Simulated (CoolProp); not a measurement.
Vapour-liquid equilibrium of propane (1) + isopentane (2) at 60.25 °C; x and y are mole fractions of (1).

Values from CoolProp's multi-fluid Helmholtz-energy mixture model, Lemmon 2009 and Lemmon 2006; pair parameters Kunz 2012.

```tsv
x	bubble pressure (MPa)	y at the bubble point	dew pressure at overall composition x (MPa)	liquid density (mol/L)
0.05	0.3689	0.268	0.2888	8.070
0.15	0.5480	0.531	0.3209	8.233
0.25	0.7204	0.665	0.3607	8.423
0.35	0.8904	0.749	0.4112	8.634
0.45	1.061	0.809	0.4773	8.860
0.55	1.235	0.855	0.5673	9.092
0.65	1.414	0.893	0.6960	9.315
0.75	1.600	0.926	0.8919	9.512
0.85	1.797	0.955	1.213	9.657
0.95	2.011	0.985	1.759	9.714
```

No azeotrope shows between x = 0.05 and 0.95.

The pair parameters rest on a limited set of measurements; away from them the model extrapolates.
